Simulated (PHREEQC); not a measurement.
Consider water at 25 °C with 0.99 mmol/kgw HBr, 1.1 mmol/kgw FeCl3 and 0.74 mmol/kgw KCl. Closed to the air; pH follows from the charge balance.

Equilibrium calculation in PHREEQC: ion-association model, phreeqc.dat.

This is a speciation only: nothing precipitates in the calculation.

Task: Order these Fe species by the share of Fe that they hold, largest first: FeOH+2, Fe(OH)2+, FeCl+2, Fe+3, Fe2(OH)2+4.

Result: FeOH+2 (61 %), Fe+3 (24 %), Fe(OH)2+ (8.9 %), Fe2(OH)2+4 (4.4 %), FeCl+2 (1.8 %)

The pH is 2.75 and the ionic strength 0.00664 mol/kgw. Examples of supersaturated solids here: Hematite (slow to form), Goethite (slow to form). Others may be too.
